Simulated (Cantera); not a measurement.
A perfectly stirred reactor is fed with 72.0 % NO, 27.4 % N2, 0.619 % H2O, at 0.987 atm; it is held at 2025 K, and followed from long to short residence time.

Detailed kinetics in Cantera: GRI-Mech 3.0 (53 species, 325 reactions).

x: mole fraction; the columns are a selection and need not sum to one.

```json
[
 {"τ (s)": "25", "x NO": "0.0369", "x N2O": "?", "x O": "0.000476", "x O2": "0.341", "x N2": "0.615"},
 {"τ (s)": "4.9", "x NO": "0.0970", "x N2O": "?", "x O": "0.000455", "x O2": "0.311", "x N2": "0.585"},
 {"τ (s)": "0.97", "x NO": "0.255", "x N2O": "?", "x O": "0.000396", "x O2": "0.232", "x N2": "0.506"},
 {"τ (s)": "0.19", "x NO": "0.502", "x N2O": "?", "x O": "0.000278", "x O2": "0.108", "x N2": "0.383"},
 {"τ (s)": "0.037", "x NO": "0.662", "x N2O": "?", "x O": "0.000156", "x O2": "0.0286", "x N2": "0.303"},
 {"τ (s)": "0.0073", "x NO": "0.708", "x N2O": "?", "x O": "8.66e-5", "x O2": "0.00568", "x N2": "0.279"},
 {"τ (s)": "0.0014", "x NO": "0.718", "x N2O": "?", "x O": "5.38e-5", "x O2": "0.000931", "x N2": "0.275"},
 {"τ (s)": "0.00028", "x NO": "0.720", "x N2O": "?", "x O": "3.29e-5", "x O2": "0.000100", "x N2": "0.274"}
]
```

Problem. Fill in the missing entries.

Solution. 
- 25, x N2O: 9.68e-7
- 4.9, x N2O: 4.14e-6
- 0.97, x N2O: 2.65e-5
- 0.19, x N2O: 0.000105
- 0.037, x N2O: 0.000186
- 0.0073, x N2O: 0.000206
- 0.0014, x N2O: 0.000179
- 0.00028, x N2O: 0.000106
